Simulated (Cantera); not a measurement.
Input: 1 mol BCl3, 3.8 mol O2, 1.2 mol N2, held at 1973 K and 0.100 bar.

Method: chemical equilibrium by Gibbs-energy minimisation in Cantera with the NASA 1993 tables (ideal gas, pure condensed phases). The tables' values for BOCl are old estimates; treat these amounts as uncertain. Kinetics and transport are ignored.

| species | before | after |
|---|---|---|
| O2 | 0.401 | 0.526 |
| Cl2 | 0.0251 | 0.251 |
| N2 | 0.157 | 0.207 |
| Cl | 0.333 | 0.0154 |
| B2O3 | 0.0546 | 8.68e-7 |
| BO2 | 0.0106 | 4.76e-7 |
| BOCl | 0.0126 | 4.89e-6 |
| O | 0.00109 | 2.47e-7 |
| NO | 0.00438 | 0.000268 |
| ClO | 0.00103 | 0.000121 |
| B2O3(l), mol | 0 | 0.500 |
Gas species are given as mole fractions.

Question: Name the change that produced these shifts.
(A) temperature from 1973 K to 2250 K
(B) pressure from 0.100 bar to 57.0 mbar
(C) temperature from 1973 K to 900 K
(D) temperature from 1973 K to 1273 K

Answer: D, temperature from 1973 K to 1273 K
